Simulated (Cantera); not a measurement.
Carbon deposition, reforming and gasification: C3H8 + H2O + N2

Input: 1 mol C3H8, 0.93 mol H2O, 2 mol N2, at 370 Pa.

Method: chemical equilibrium by Gibbs-energy minimisation in Cantera with the NASA 1993 tables (ideal gas, pure condensed phases). Candidate condensed phases: C, C6H6, C7H8, C8H18, H2O; 136 gas species. Equilibrium is a limit: real reactors are often held back by kinetics, nucleation or transport.

| T (°C) | log p H2 | log p N2 | log p CO | log p H | log p HCN | log p C2H2 (acetylene) | log p HNC | n C(graphite) |
|---|---|---|---|---|---|---|---|---|
| 902 | -2.63 | -3.03 | -3.36 | -8.23 | -7.08 | -9.83 | -9.44 | 2.07 |
| 1002 | -2.63 | -3.03 | -3.36 | -7.45 | -6.62 | -9.05 | -8.76 | 2.07 |
| 1102 | -2.63 | -3.03 | -3.36 | -6.78 | -6.22 | -8.38 | -8.19 | 2.07 |
| 1202 | -2.63 | -3.03 | -3.36 | -6.20 | -5.88 | -7.81 | -7.69 | 2.07 |
| 1302 | -2.63 | -3.03 | -3.36 | -5.70 | -5.59 | -7.31 | -7.26 | 2.06 |
| 1402 | -2.64 | -3.03 | -3.36 | -5.25 | -5.33 | -6.87 | -6.88 | 2.06 |
| 1502 | -2.64 | -3.03 | -3.36 | -4.86 | -5.10 | -6.48 | -6.54 | 2.05 |
| 1602 | -2.64 | -3.03 | -3.36 | -4.50 | -4.90 | -6.14 | -6.25 | 2.04 |
log p: log10 of the partial pressure in bar; n: condensed amount in mol.

From 902 °C to 1602 °C the condensed part is C(graphite). The main C-bearing gas is CO throughout.
